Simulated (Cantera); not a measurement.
An isothermal, constant-pressure homogeneous reactor starts with CH4 : H2O : H2 = 1 : 1.9 : 0.62 (molar parts), at 1973 K and 0.118 atm.

Computed with Cantera and GRI-Mech 3.0 (53 species, 325 reactions).

One state of this run: x CH4 = 0.112; x H2O = 0.464; x H2 = 0.348; x H2O2 = 8.83e-11; x C2H6 = 0.000138; x C2H = 3.85e-6. x: mole fraction; the columns are a selection and need not sum to one.

**Question.** Which value of t (s) does it belong to?
A) 0.000771
B) 0.00707
C) 1.00e-6
D) 5.45

**Answer.** A, 0.000771
